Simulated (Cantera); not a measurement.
A closed system holds: 1 mol Si, 0.015 mol H2O, 3.5 mol H2, 0.0013 mol O2, held at 11.0 Pa.

These are equilibrium values from Cantera (NASA tables, ideal gas, pure condensed phases), not measurements of a reactor. Candidate condensed phases: H2O, Si, SiO2; 18 gas species. Mutual solubility and eutectic melting of coexisting phases are not modelled. The tables hold silica as quartz up to 1696 K and as liquid above; real silica turns to tridymite and cristobalite and melts near 1996 K. Kinetics and transport are ignored.

log p: log10 of the partial pressure in bar; n: condensed amount in mol.

```json
[
 {"T (K)": "1148", "log p H2": "-3.96", "log p H": "-9.12", "log p SiO": "-6.95", "log p Si": "-12.74", "n Si(s)": "0.989", "n SiO2(β-quartz)": "0.00701"},
 {"T (K)": "1198", "log p H2": "-3.96", "log p H": "-8.70", "log p SiO": "-6.30", "log p Si": "-11.89", "n Si(s)": "0.983", "n SiO2(β-quartz)": "0.000674"},
 {"T (K)": "1248", "log p H2": "-3.96", "log p H": "-8.31", "log p SiO": "-6.26", "log p Si": "-11.11", "n Si(s)": "0.982", "n SiO2(β-quartz)": "0"},
 {"T (K)": "1298", "log p H2": "-3.96", "log p H": "[?]", "log p SiO": "-6.26", "log p Si": "[?]", "n Si(s)": "0.982", "n SiO2(β-quartz)": "0"},
 {"T (K)": "1348", "log p H2": "-3.96", "log p H": "-7.62", "log p SiO": "-6.26", "log p Si": "-9.73", "n Si(s)": "0.982", "n SiO2(β-quartz)": "0"},
 {"T (K)": "1398", "log p H2": "-3.96", "log p H": "-7.31", "log p SiO": "-6.26", "log p Si": "-9.11", "n Si(s)": "0.982", "n SiO2(β-quartz)": "0"},
 {"T (K)": "1448", "log p H2": "-3.96", "log p H": "-7.02", "log p SiO": "-6.26", "log p Si": "-8.53", "n Si(s)": "0.982", "n SiO2(β-quartz)": "0"},
 {"T (K)": "1498", "log p H2": "-3.96", "log p H": "-6.75", "log p SiO": "-6.26", "log p Si": "-8.00", "n Si(s)": "0.982", "n SiO2(β-quartz)": "0"},
 {"T (K)": "1548", "log p H2": "-3.96", "log p H": "[?]", "log p SiO": "-6.26", "log p Si": "[?]", "n Si(s)": "0.981", "n SiO2(β-quartz)": "0"},
 {"T (K)": "1598", "log p H2": "-3.96", "log p H": "-6.26", "log p SiO": "-6.26", "log p Si": "-7.03", "n Si(s)": "0.979", "n SiO2(β-quartz)": "0"}
]
```

### Question
What belongs in the gaps?

### Answer

- 1548, log p H: -6.49
- 1548, log p Si: -7.50
- 1298, log p H: -7.95
- 1298, log p Si: -10.39
